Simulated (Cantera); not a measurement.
Charge: 1 mol Si3H8, 1.7 mol HCl, 680 mol H2, equilibrated at 1.20 bar.

Equilibrium computed with Cantera from the NASA thermochemical tables; the gas is ideal and each condensed phase is pure. Candidate condensed phases: Si; 19 gas species. The feed counts by its element totals alone. Gases not in the tables: Si2H6 and higher silanes. Kinetics and transport are ignored.

Problem. Which condensed phases are stable at each of these points (T (K)): 923, 998, 1073, 1148, 1223, 1298, 1373, 1448, 1523, 1598, 1673, 1748, 1823?

Solution. 
```
T (K)  condensed phases  Si condensed (%)
-----  ----------------  ----------------
923               Si(s)              88.1
998               Si(s)              92.9
1073              Si(s)              96.8
1148              Si(s)              98.6
1223              Si(s)              99.2
1298              Si(s)              99.4
1373              Si(s)              99.5
1448              Si(s)              99.5
1523              Si(s)              99.4
1598              Si(s)              99.3
1673              Si(s)              99.2
1748              Si(l)              98.9
1823              Si(l)              98.5
```

From 923 K to 1673 K the condensed part is Si(s). From 1748 K to 1823 K the condensed part is Si(l).
